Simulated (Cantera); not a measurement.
Input: 1 mol C2H2, 1.2 mol CO2, 0.83 mol N2, held at 1298.15 K and 345 Torr.

These are equilibrium values from Cantera (NASA tables, ideal gas, pure condensed phases), not measurements of a reactor. Candidate condensed phases: C, C6H6, C7H8, C8H18, H2O; 136 gas species. Kinetics and transport are ignored.

Base state: CO 0.566, H2 0.236, N2 0.196, CO2 0.000780, H2O 0.000570, CH4 0.000204, HCN 4.38e-5 (mole fractions); condensed: C(graphite).

Task: What changes in the equilibrium state with this change: temperature from 1298.15 K to 2498 K?

Result: 
```
species            before    after
----------------  -------  -------
CO                  0.566    0.563
H2                  0.236    0.216
N2                  0.196    0.187
H                 7.69e-7   0.0171
HCN               4.38e-5   0.0141
CN                  <1e-9  6.46e-5
C2H2 (acetylene)  1.32e-7  0.00231
C2N2                <1e-9  1.43e-5
C2H                 <1e-9  1.31e-5
C(graphite), mol    0.805    0.712
```
